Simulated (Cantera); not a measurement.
Charge: 1 mol Al, a varied amount of HCl, 4 mol N₂, held at 13.0 Pa.

These are equilibrium values from Cantera (NASA tables, ideal gas, pure condensed phases), not measurements of a reactor. Candidate condensed phases: Al, AlCl₃, AlN, NH₄Cl; 20 gas species. The tables' values for AlCl₂ are old estimates. Rates play no part.

Stable condensed phases, one row left out:

```
T in °C \ n(HCl) in mol
         1.5 1.9 2.4 2.8 3.3 3.7 4.2 4.6 5.1 5.5   6 6.4 6.9
   1250    A   A   A   A   A   A   A   A   A   A   A   A   A
   1200    A   A   A   A   A   A   A   A   A   A   A   A   A
   1150    B   A   A   A   A   A   A   A   A   A   A   A   A
   1050    B   B   B   B   A   A   A   A   A   A   A   A   A
   1000    B   B   B   B   B   A   A   A   A   A   A   A   A
    950    B   B   B   B   B   A   A   A   A   A   A   A   A
    900    B   B   B   B   B   A   A   A   A   A   A   A   A
    850    B   B   B   B   B   A   A   A   A   A   A   A   A
    800    B   B   B   B   B   A   A   A   A   A   A   A   A
    750    B   B   B   B   B   A   A   A   A   A   A   A   A
    700    B   B   B   B   B   B   A   A   A   A   A   A   A
    650    B   B   B   B   B   B   A   A   A   A   A   A   A
```

A: gas only; B: AlN.

### Question
Give the row for 1100 °C.

### Answer
1.5: AlN; 1.9: AlN; 2.4: gas only; 2.8: gas only; 3.3: gas only; 3.7: gas only; 4.2: gas only; 4.6: gas only; 5.1: gas only; 5.5: gas only; 6: gas only; 6.4: gas only; 6.9: gas only.
